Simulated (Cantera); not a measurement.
A perfectly stirred reactor is fed with 6.16 % CH4, 0.154 % CO, 19.1 % O2, 72.0 % N2, 2.59 % CO2, equivalence ratio 0.65, at 3750 Torr; it is adiabatic with a 500 K inlet, and is followed from long to short residence time, starting on the burning branch (τ in s: 0.19, 0.07, 0.026, 0.0094, 0.0035, 0.0013, 0.00047, 0.00017, 6.3e-05, 2.3e-05, 8.5e-06, 3.1e-06).

Detailed kinetics in Cantera: GRI-Mech 3.0 (53 species, 325 reactions).

Problem. Predict: blow-out, bracketed by the residence times tried; x(CH4) at τ = 0.190 s; x(CO) at τ = 0.190 s; x(O2) at τ = 0.190 s; x(O) at τ = 0.190 s; x(CH4) at τ = 0.470 ms; x(CO) at τ = 0.470 ms; x(O2) at τ = 0.470 ms; x(O) at τ = 0.470 ms.

Solution. 
```
Property                                                                       Result
------------------------------------------------  -----------------------------------
blow-out, bracketed by the residence times tried  burning at 0.170 ms, out at 63.0 µs
x(CH4) at τ = 0.190 s                                                         2.65e-6
x(CO) at τ = 0.190 s                                                         0.000109
x(O2) at τ = 0.190 s                                                           0.0669
x(O) at τ = 0.190 s                                                           2.99e-5
x(CH4) at τ = 0.470 ms                                                       0.000226
x(CO) at τ = 0.470 ms                                                         0.00514
x(O2) at τ = 0.470 ms                                                          0.0695
x(O) at τ = 0.470 ms                                                         0.000485
```
